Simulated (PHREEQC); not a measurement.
Consider water at 20 °C with 28 mmol/kgw H2SeO4, 0.31 mmol/kgw H3PO4 and 1.2 mmol/kgw FeCl3. Closed to the air; pH follows from the charge balance.

Computed with PHREEQC (ion-association model, wateq4f.dat).

Each row changes one thing in this solution. Precipitation was switched off in this run.

```
case                                               pH  ionic strength (mol/kgw)  SeO4-2 (mol/kgw)  HSeO4- (mol/kgw)
-----------------------------------------------  ----  ------------------------  ----------------  ----------------
as made                                          1.43                    0.0660            0.0158            0.0122
H2SeO4 replaced by Na2SeO4 at the same molality  3.17                       [?]            0.0276          0.000365
0.00079 mol/kgw CsOH added                       1.44                    0.0662            0.0159            0.0121
diluted 2-fold with water                        1.69                    0.0360           0.00943           0.00457
0.00067 mol/kgw NaOH added                       1.44                    0.0662            0.0159            0.0121
diluted 5-fold with water                        2.04                    0.0158               [?]               [?]
H3PO4 left out                                   1.43                    0.0666            0.0158            0.0122
H2SeO4 from 0.028 to 0.0308 mol/kgw              1.39                    0.0709            0.0169            0.0139
FeCl3 left out                                   1.43                    0.0594            0.0157            0.0123
```

**Question.** Complete the blanks.

**Answer.** 
- H2SeO4 replaced by Na2SeO4 at the same molality, ionic strength (mol/kgw): 0.0886
- diluted 5-fold with water, SeO4-2 (mol/kgw): 0.00448
- diluted 5-fold with water, HSeO4- (mol/kgw): 0.00112

Some of these states are supersaturated (in Strengite, Hematite (slow to form), Fe(OH)3(a), for instance). H3PO4, which wateq4f.dat lacks, is added to it with the constant of phreeqc.dat.
